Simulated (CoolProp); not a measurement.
Vapour pressure (MPa) of toluene: the reference equation beside estimates from Tc = 318.6 °C, pc = 4.126 MPa, ω = 0.266.

The numbers come from the reference Helmholtz-energy equation of state, Lemmon 2006 in CoolProp. It is a short technical equation, of lower accuracy than the large ones.

| T (°C) | reference | Redlich-Kwong | Peng-Robinson |
|---|---|---|---|
| 111.15 | 0.1029 | 0.1853 | 0.1026 |
| 115.35 | 0.1158 | 0.2050 | 0.1154 |
| 119.55 | 0.1298 | 0.2261 | 0.1293 |
| 123.75 | 0.1451 | 0.2489 | 0.1446 |
| 127.95 | 0.1618 | 0.2733 | 0.1612 |
| 132.15 | 0.1800 | 0.2994 | 0.1793 |
| 136.35 | 0.1997 | 0.3273 | 0.1989 |
| 140.45 | 0.2205 | 0.3562 | 0.2196 |
| 144.65 | 0.2435 | 0.3878 | 0.2426 |
| 148.85 | 0.2683 | 0.4213 | 0.2673 |
| 153.05 | 0.2949 | 0.4568 | 0.2940 |
| 157.25 | 0.3236 | 0.4945 | 0.3226 |
| 161.45 | 0.3543 | 0.5343 | 0.3534 |
| 165.65 | 0.3872 | 0.5763 | 0.3863 |

Absolute difference from the reference over all 14 rows, mean and median: Redlich-Kwong 63.4 and 62.7 %, Peng-Robinson 0.3 and 0.4 %.
